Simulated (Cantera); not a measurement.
Reactions in the system Ca-O-S

Cantera with NASA thermochemical tables; ideal gases at 1 bar, condensed phases pure. Values are per mole of reaction as written; species without (g) are pure solids or liquids, kept so even where they would boil at 1 bar.

SO3(g) + CaO ⇌ CaS + 4 O(g)

```json
[
 {"T (K)": "523", "ΔH° (kJ)": "1561.2", "ΔS° (J/K)": "423.6", "ΔG° (kJ)": "1339.7", "log10 K": "-133.80"},
 {"T (K)": "723", "ΔH° (kJ)": "1564.7", "ΔS° (J/K)": "429.3", "ΔG° (kJ)": "1254.3", "log10 K": "-90.62"},
 {"T (K)": "923", "ΔH° (kJ)": "1567.0", "ΔS° (J/K)": "432.1", "ΔG° (kJ)": "1168.1", "log10 K": "-66.11"},
 {"T (K)": "1123", "ΔH° (kJ)": "1568.6", "ΔS° (J/K)": "433.7", "ΔG° (kJ)": "1081.5", "log10 K": "-50.30"},
 {"T (K)": "1323", "ΔH° (kJ)": "1569.7", "ΔS° (J/K)": "434.6", "ΔG° (kJ)": "994.7", "log10 K": "-39.27"},
 {"T (K)": "1523", "ΔH° (kJ)": "1570.6", "ΔS° (J/K)": "435.2", "ΔG° (kJ)": "907.7", "log10 K": "-31.13"},
 {"T (K)": "1723", "ΔH° (kJ)": "1571.2", "ΔS° (J/K)": "435.6", "ΔG° (kJ)": "820.6", "log10 K": "-24.88"},
 {"T (K)": "1923", "ΔH° (kJ)": "1571.6", "ΔS° (J/K)": "435.8", "ΔG° (kJ)": "733.5", "log10 K": "-19.92"},
 {"T (K)": "2123", "ΔH° (kJ)": "1571.8", "ΔS° (J/K)": "436.0", "ΔG° (kJ)": "646.3", "log10 K": "-15.90"},
 {"T (K)": "2323", "ΔH° (kJ)": "1572.0", "ΔS° (J/K)": "436.1", "ΔG° (kJ)": "559.1", "log10 K": "-12.57"}
]
```
